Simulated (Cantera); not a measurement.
## V₂O₅ + H₂ + H₂O (hydrogen reduction and annealing atmospheres)

Feed: 1 mol V₂O₅, 1400 mol H₂, 2.5 mol H₂O, held at 345 Torr.

Equilibrium computed with Cantera from the NASA thermochemical tables; the gas is ideal and each condensed phase is pure. Candidate condensed phases: H₂O, V, VO, V₂O₃, V₂O₄, V₂O₅; 12 gas species. VO: taken at fixed stoichiometry. Condensed phases not in the tables: the oxides between V₂O₃ and V₂O₅ other than VO₂. Rates play no part.

From 675 °C to 1175 °C the condensed part is V₂O₃(s). From 1275 °C to 1575 °C the condensed part is VO(s).

| T (°C) | x H₂ | x H₂O | x H | x VO₂ | x VO | x OH | x V | n V₂O₃(s) | n VO(s) |
|---|---|---|---|---|---|---|---|---|---|
| 675 | 0.997 | 0.00321 | 7.72e-10 | <1e-12 | <1e-12 | <1e-12 | <1e-12 | 1.00 | 0 |
| 775 | 0.997 | 0.00321 | 1.14e-8 | <1e-12 | <1e-12 | <1e-12 | <1e-12 | 1.00 | 0 |
| 875 | 0.997 | 0.00321 | 1.05e-7 | <1e-12 | <1e-12 | 2.03e-12 | <1e-12 | 1.00 | 0 |
| 975 | 0.997 | 0.00321 | 6.87e-7 | <1e-12 | <1e-12 | 2.26e-11 | <1e-12 | 1.00 | 0 |
| 1075 | 0.997 | 0.00321 | 3.41e-6 | 1.05e-11 | <1e-12 | 1.77e-10 | <1e-12 | 1.00 | 0 |
| 1175 | 0.997 | 0.00321 | 1.36e-5 | 2.00e-10 | 2.29e-11 | 1.04e-9 | <1e-12 | 1.00 | 0 |
| 1275 | 0.996 | 0.00392 | 4.53e-5 | 2.59e-9 | 4.33e-10 | 5.96e-9 | 3.38e-12 | 0 | 2.00 |
| 1375 | 0.996 | 0.00392 | 0.000131 | 1.89e-8 | 5.23e-9 | 2.32e-8 | 8.11e-11 | 0 | 2.00 |
| 1475 | 0.996 | 0.00392 | 0.000336 | 1.08e-7 | 4.68e-8 | 7.72e-8 | 1.34e-9 | 0 | 2.00 |
| 1575 | 0.995 | 0.00392 | 0.000780 | 5.06e-7 | 3.27e-7 | 2.26e-7 | 1.61e-8 | 0 | 2.00 |
x: gas mole fraction; n: condensed amount in mol.
